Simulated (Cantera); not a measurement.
# Catalytic combustion on Pt

An isothermal plug-flow reactor at 1150 K and 0.987 atm (inlet), inlet velocity 0.086 m/s, active area per volume 190 1/m; feed 2.42 % CH₄, 1.33 % O₂, 95.5 % N₂, 0.738 % H₂O.

Detailed kinetics in Cantera: Deutschmann's 1995 Pt surface mechanism with GRI-Mech 3.0 gas chemistry. Catalytic surfaces can have several steady states; this one follows from the mechanism file's or the stated starting coverage. Mass transfer to the wall is taken as infinitely fast.

| z (m) | x CH₄ | x O₂ | x H₂O | x CO₂ | x CO | θ free Pt | θ H* | θ CO* | θ C* |
|---|---|---|---|---|---|---|---|---|---|
| 6.4e-05 | 0.0171 | 0.00478 | 0.0171 | 0.000109 | 0.00688 | 0.798 | 0.00280 | 0.0348 | 0.164 |
| 0.00011 | 0.0145 | 0.00291 | 0.0183 | 0.000114 | 0.00932 | 0.685 | 0.00335 | 0.0344 | 0.278 |
| 0.00018 | 0.0124 | 0.00172 | 0.0185 | 0.000116 | 0.0114 | 0.564 | 0.00361 | 0.0285 | 0.404 |
| 0.0003 | 0.0105 | 0.000960 | 0.0181 | 0.000117 | 0.0132 | 0.443 | 0.00364 | 0.0203 | 0.533 |
| 0.00049 | 0.00903 | 0.000549 | 0.0174 | 0.000117 | 0.0146 | 0.345 | 0.00352 | 0.0136 | 0.637 |
| 0.00082 | 0.00782 | 0.000306 | 0.0167 | 0.000117 | 0.0158 | 0.269 | 0.00332 | 0.00889 | 0.719 |
| 0.0014 | 0.00676 | 0.000162 | 0.0159 | 0.000117 | 0.0168 | 0.215 | 0.00314 | 0.00606 | 0.776 |
| 0.0023 | 0.00582 | 8.11e-5 | 0.0151 | 0.000117 | 0.0177 | 0.191 | 0.00311 | 0.00506 | 0.800 |
| 0.0038 | 0.00451 | 2.50e-5 | 0.0139 | 0.000116 | 0.0189 | 0.229 | 0.00362 | 0.00772 | 0.760 |
| 0.0064 | 4.07e-5 | 5.59e-12 | 0.00937 | 0.000137 | 0.0232 | 0.851 | 0.00827 | 0.131 | 0.0104 |
x: gas mole fraction; θ: surface coverage.
